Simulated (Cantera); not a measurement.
A perfectly stirred reactor is fed with 2.75 % CH4, 0.882 % C2H6, 2.23 % C3H8, 19.8 % O2, 74.4 % N2, at 0.987 atm; it is adiabatic with a 725 K inlet, and is followed from long to short residence time, starting on the burning branch (τ in s: 0.42, 0.16, 0.059, 0.022, 0.0082, 0.0031, 0.0012, 0.00043, 0.00016, 6.1e-05, 2.3e-05, 8.5e-06, 3.2e-06).

Model: GRI-Mech 3.0 (53 species, 325 reactions), integrated in Cantera. GRI-Mech 3.0 was tuned for natural gas; its chemistry of propane as a main component is partial and can be far from experiment.

Q: Predict: blow-out, bracketed by the residence times tried; x(CH4) at τ = 0.420 s; x(C2H6) at τ = 0.420 s; x(C3H8) at τ = 0.420 s; x(CH2CO) at τ = 0.420 s; x(HO2) at τ = 0.420 s; x(CH4) at τ = 1.20 ms; x(C2H6) at τ = 1.20 ms; x(C3H8) at τ = 1.20 ms; x(CH2CO) at τ = 1.20 ms; x(HO2) at τ = 1.20 ms.

A: 
| Property | Value |
|---|---|
| blow-out, bracketed by the residence times tried | burning at 61.0 µs, out at 23.0 µs |
| x(CH4) at τ = 0.420 s | 1.10e-7 |
| x(C2H6) at τ = 0.420 s | 3.33e-9 |
| x(C3H8) at τ = 0.420 s | 1.07e-8 |
| x(CH2CO) at τ = 0.420 s | 1.04e-8 |
| x(HO2) at τ = 0.420 s | 1.63e-6 |
| x(CH4) at τ = 1.20 ms | 1.71e-5 |
| x(C2H6) at τ = 1.20 ms | 1.07e-6 |
| x(C3H8) at τ = 1.20 ms | 2.38e-6 |
| x(CH2CO) at τ = 1.20 ms | 3.02e-6 |
| x(HO2) at τ = 1.20 ms | 3.31e-6 |
